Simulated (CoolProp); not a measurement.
Computed with CoolProp (reference Helmholtz-energy equation of state, Leachman 2009).

### Question
For normal hydrogen, give the phase and the speed of sound (m/s), Joule-Thomson coefficient (K/MPa), isothermal compressibility (1/MPa), conductivity (mW/(m K)) at -230.65 °C and 4.33 MPa; -207.25 °C and 4.33 MPa; -197.95 °C and 4.33 MPa.

### Answer
- -230.65 °C and 4.33 MPa: supercritical; speed of sound 712, Joule-Thomson coefficient 1.21, isothermal compressibility 0.161, conductivity 87.6
- -207.25 °C and 4.33 MPa: supercritical; speed of sound 715, Joule-Thomson coefficient 1.87, isothermal compressibility 0.241, conductivity 65.6
- -197.95 °C and 4.33 MPa: supercritical; speed of sound 759, Joule-Thomson coefficient 1.57, isothermal compressibility 0.234, conductivity 68.1

Thermal conductivity comes from a separate model (Assael 2011).
